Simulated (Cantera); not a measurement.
An adiabatic, constant-pressure homogeneous reactor starts with CH₄ : H₂ : O₂ : N₂ = 1 : 0.25 : 2.41 : 9.08 (molar parts), equivalence ratio 0.88, at 1775 K and 0.730 bar. Integrator tolerance rtol = 1e-08.

Computed with Cantera and GRI-Mech 3.0 (53 species, 325 reactions).

Problem. What does this change do: pressure from 0.730 bar to 1.00 bar?

Solution. 
```tsv
quantity	before	after
time of steepest temperature rise	0.111 ms	83.2 µs
temperature at 0.600 s	2778 K	2802 K
equilibrium temperature	2778 K	2802 K
x(CH₄) at 0.600 s	<1e-12 (gas-phase equilibrium <1e-12)	<1e-12 (gas-phase equilibrium <1e-12)
x(H₂) at 0.600 s	0.0174 (gas-phase equilibrium 0.0174)	0.0167 (gas-phase equilibrium 0.0167)
x(O₂) at 0.600 s	0.0329 (gas-phase equilibrium 0.0329)	0.0323 (gas-phase equilibrium 0.0323)
x(H₂O) at 0.600 s	0.134 (gas-phase equilibrium 0.134)	0.136 (gas-phase equilibrium 0.136)
x(CO₂) at 0.600 s	0.0399 (gas-phase equilibrium 0.0399)	0.0407 (gas-phase equilibrium 0.0407)
```
